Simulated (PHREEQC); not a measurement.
3.2 g of hydrous ferric oxide (600 m²/g; 0.2 weak and 0.005 strong sites per Fe, Dzombak-Morel constants, diffuse double layer) in 1 kg of water with 0.3 mol/kgw of an inert sodium salt and 1.5e-05 mol/kgw Na2SeO4, at 25 °C; the pH is set by adding NaOH or the inert anion's acid. O2 is buffered at 0.21 atm. The system is closed to CO2. Nothing may precipitate in this run.

Computed with PHREEQC (ion-association model, wateq4f.dat).

```json
[
 {"pH": "3", "Se sorbed (%)": "99.0", "surface charge σ (C/m²)": "0.366", "surface potential ψ (mV)": "125"},
 {"pH": "4.33", "Se sorbed (%)": "98.7", "surface charge σ (C/m²)": "0.330", "surface potential ψ (mV)": "120"},
 {"pH": "5", "Se sorbed (%)": "97.5", "surface charge σ (C/m²)": "0.268", "surface potential ψ (mV)": "110"},
 {"pH": "5.67", "Se sorbed (%)": "92.5", "surface charge σ (C/m²)": "0.190", "surface potential ψ (mV)": "93"},
 {"pH": "7", "Se sorbed (%)": "28.3", "surface charge σ (C/m²)": "0.066", "surface potential ψ (mV)": "46"},
 {"pH": "8.33", "Se sorbed (%)": "0.5", "surface charge σ (C/m²)": "-0.012", "surface potential ψ (mV)": "-9"},
 {"pH": "9", "Se sorbed (%)": "0.1", "surface charge σ (C/m²)": "-0.051", "surface potential ψ (mV)": "-38"},
 {"pH": "9.67", "Se sorbed (%)": "0.0", "surface charge σ (C/m²)": "-0.101", "surface potential ψ (mV)": "-64"},
 {"pH": "11", "Se sorbed (%)": "0.0", "surface charge σ (C/m²)": "-0.244", "surface potential ψ (mV)": "-105"}
]
```

The oxide is taken as insoluble; below pH 4 it would dissolve.
